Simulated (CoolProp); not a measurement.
A closed Brayton cycle with carbon dioxide: compressor inlet 315.15 K and 7.9 MPa, high pressure 20.2 MPa, turbine inlet 695 K, compressor efficiency 0.85, turbine efficiency 0.9, recuperator effectiveness 0.95 (on enthalpy, no pinch check). Each further row changes one setting.

Values from CoolProp's reference Helmholtz-energy equation of state, Span 1996.

```tsv
case	thermal efficiency (%)	net work (kJ/kg)	compressor to turbine work	compressor exit (K)	turbine exit (K)
as stated	(withheld)	59.5	0.41	387.3	593.4
turbine inlet 645 K	27.4	50.5	(withheld)	387.3	(withheld)
compressor inlet 325.15 K	28.6	51.9	0.49	405.7	593.4
high pressure 17.2 MPa	(withheld)	52.0	(withheld)	(withheld)	(withheld)
recuperator effectiveness 0.5	19.7	59.5	0.41	387.3	593.4
```

Question: Fill in the missing entries.

Answer: 
- as stated, thermal efficiency (%): 30.4
- turbine inlet 645 K, compressor to turbine work: 0.45
- turbine inlet 645 K, turbine exit (K): 547.3
- high pressure 17.2 MPa, thermal efficiency (%): 29.9
- high pressure 17.2 MPa, compressor to turbine work: 0.39
- high pressure 17.2 MPa, compressor exit (K): 374.7
- high pressure 17.2 MPa, turbine exit (K): 610.5
